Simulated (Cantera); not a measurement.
A perfectly stirred reactor is fed with NH₃ : N₂ = 1 : 0.83 (molar parts), at 100.0 Torr; it is held at 1575 K, and followed from long to short residence time.

Model: the gas-phase N/H chemistry of the illustrative SiF4/NH3 mechanism in the Surface Chemkin manual (1991), integrated in Cantera. Walls and surfaces, which speed up NH3 decomposition in real reactors, are not modelled.

Question: What does this change do: temperature 1575 to 1700 K?

Answer: 
| quantity | before | after |
|---|---|---|
| x(NH₃) at τ = 1.40 s | 0.523 | 0.440 |
| x(H₂) at τ = 1.40 s | 0.0231 | 0.103 |
| x(N₂) at τ = 1.40 s | 0.454 | 0.457 |
| x(NH₂) at τ = 1.40 s | 8.63e-5 | 0.000168 |
| x(N) at τ = 1.40 s | 5.30e-9 | 4.36e-8 |
| x(NH₃) at τ = 17.0 ms | 0.546 | 0.545 |
| x(H₂) at τ = 17.0 ms | 0.000127 | 0.00124 |
| x(N₂) at τ = 17.0 ms | 0.454 | 0.454 |
| x(NH₂) at τ = 17.0 ms | 5.55e-5 | 0.000185 |
| x(N) at τ = 17.0 ms | 3.95e-11 | 1.04e-9 |
